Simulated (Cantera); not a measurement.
Standard-state values (1 bar) from the NASA 1993 polynomials, evaluated with Cantera. Values are per mole of reaction as written; species without (g) are pure solids or liquids, kept so even where they would boil at 1 bar.

6 K2SO4 + S2(g) = 12 K(g) + 8 SO3(g), with ΔH° = 6399.8 kJ and ΔS° = 2695.9 J/K at 300 K.

Q: How far is the shortcut ΔG° ≈ ΔH°(300 K) − T·ΔS°(300 K) from the full temperature-dependent value at 2223, 2323, 2423, 2523, 2623, 2723, 2823, 2923 K?

A: 
```csv
T (K),shortcut (kJ),full (kJ),difference (kJ),difference in log10 K,condensed phases
2223,406.9,1365.0,-958.2,22.51,K2SO4(l)
2323,137.3,1180.7,-1043.5,23.46,K2SO4(l)
2423,-132.3,997.9,-1130.2,24.37,K2SO4(l)
2523,-401.9,816.5,-1218.4,25.22,K2SO4(l)
2623,-671.5,636.4,-1307.9,26.04,K2SO4(l)
2723,-941.1,457.6,-1398.6,26.83,K2SO4(l)
2823,-1210.7,279.9,-1490.6,27.58,K2SO4(l)
2923,-1480.2,103.5,-1583.7,28.30,K2SO4(l)
```
The shortcut ignores heat capacities and the phase changes listed.
